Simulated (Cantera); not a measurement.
Input: 1 mol B, 19 mol H2, 6.6 mol N2, held at 2148 K and 10.0 Torr.

Cantera equilibrium calculation (NASA polynomials, part measured and part estimated; ideal gas, pure solids and liquids). Candidate condensed phases: B, BN; 15 gas species. The tables' values for BH2 are old estimates; treat these amounts as uncertain. The numbers say what is thermodynamically allowed, not how fast it happens.

Problem. What is the equilibrium state?

Solution. 
| Quantity | Value |
|---|---|
| x(H2) | 0.729 |
| x(N2) | 0.239 |
| x(H) | 0.0308 |
| x(BH2) | 0.000403 |
| x(B) | 5.30e-5 |
| x(BH) | 7.22e-6 |
| x(BN) | 2.29e-6 |
| x(BH3) | 1.97e-6 |
| n(BN(s)) | 0.988 mol |
| gas amount | 25.50 mol |
| log10 activity of B(s) (absent) | -0.27 |
